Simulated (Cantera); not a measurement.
A perfectly stirred reactor is fed with CH4 : H2 = 1 : 1.3 (molar parts), at 0.0197 atm; it is held at 1950 K, and followed from long to short residence time.

Detailed kinetics in Cantera: GRI-Mech 3.0 (53 species, 325 reactions). GRI-Mech 3.0 stops at C3 and has no aromatics, soot or wall deposition, so with more carbon than oxygen in the feed, carbon stays in small species such as C2H2 where larger ones or solid carbon would form. Radical loss at walls, strong at low pressure, is not modelled.

Task: What does this change do: CH4 1 to 0.19 parts?

Result: 
| quantity | before | after |
|---|---|---|
| x(CH4) at τ = 1.30 s | 0.00930 | 0.00525 |
| x(H2) at τ = 1.30 s | 0.837 | 0.934 |
| x(CH3) at τ = 1.30 s | 0.00111 | 0.000661 |
| x(C2H4) at τ = 1.30 s | 5.65e-5 | 1.99e-5 |
| x(H) at τ = 1.30 s | 0.00507 | 0.00595 |
| x(CH4) at τ = 21.0 ms | 0.120 | 0.0583 |
| x(H2) at τ = 21.0 ms | 0.763 | 0.906 |
| x(CH3) at τ = 21.0 ms | 0.00797 | 0.00412 |
| x(C2H4) at τ = 21.0 ms | 0.00239 | 0.000571 |
| x(H) at τ = 21.0 ms | 0.00264 | 0.00327 |
